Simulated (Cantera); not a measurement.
## CH3SiCl3 + C2H4 + H2 (silicon carbide growth)

Input: 1 mol CH3SiCl3, 0.4 mol C2H4, 2.8 mol H2, equilibrated at 698 Torr.

Method: chemical equilibrium by Gibbs-energy minimisation in Cantera with the NASA 1993 tables (ideal gas, pure condensed phases). Candidate condensed phases: C, C6H6, C7H8, C8H18, Si, SiC; 109 gas species. The feed counts by its element totals alone. The tables' values for SiCl3, SiCl are old estimates; treat these amounts as uncertain. Gases not in the tables: Si2H6 and higher silanes. The numbers say what is thermodynamically allowed, not how fast it happens.

From 1198 K to 2398 K the condensed part is C(graphite) + SiC(s). The main Si-bearing gas is SiCl4 at 1198 K and SiCl2 at 2398 K. The share of Si in condensed phases is highest at 1698 K (83.4 %) and lowest at 1198 K (52.7 %).

| T (K) | x H2 | x HCl | x SiCl4 | x SiCl2 | x H | x CH4 | n C(graphite) | n SiC(s) |
|---|---|---|---|---|---|---|---|---|
| 1198 | 0.723 | 0.191 | 0.0692 | 0.000198 | 1.68e-7 | 0.00781 | 1.23 | 0.527 |
| 1298 | 0.682 | 0.255 | 0.0500 | 0.000742 | 9.18e-7 | 0.00345 | 1.15 | 0.630 |
| 1398 | 0.643 | 0.312 | 0.0326 | 0.00212 | 3.93e-6 | 0.00168 | 1.07 | 0.724 |
| 1498 | 0.611 | 0.356 | 0.0188 | 0.00480 | 1.39e-5 | 0.000902 | 1.00 | 0.792 |
| 1598 | 0.591 | 0.382 | 0.00954 | 0.00884 | 4.24e-5 | 0.000536 | 0.968 | 0.828 |
| 1698 | 0.582 | 0.392 | 0.00447 | 0.0139 | 0.000114 | 0.000348 | 0.963 | 0.834 |
| 1798 | 0.580 | 0.392 | 0.00203 | 0.0196 | 0.000278 | 0.000242 | 0.977 | 0.820 |
| 1898 | 0.581 | 0.386 | 0.000939 | 0.0257 | 0.000618 | 0.000177 | 1.00 | 0.794 |
| 1998 | 0.584 | 0.378 | 0.000448 | 0.0319 | 0.00127 | 0.000135 | 1.03 | 0.761 |
| 2098 | 0.587 | 0.367 | 0.000222 | 0.0381 | 0.00244 | 0.000106 | 1.06 | 0.726 |
| 2198 | 0.590 | 0.355 | 0.000115 | 0.0441 | 0.00443 | 8.54e-5 | 1.09 | 0.689 |
| 2298 | 0.591 | 0.343 | 6.14e-5 | 0.0498 | 0.00764 | 6.99e-5 | 1.11 | 0.650 |
| 2398 | 0.590 | 0.329 | 3.39e-5 | 0.0550 | 0.0126 | 5.78e-5 | 1.13 | 0.610 |
x: gas mole fraction; n: condensed amount in mol.
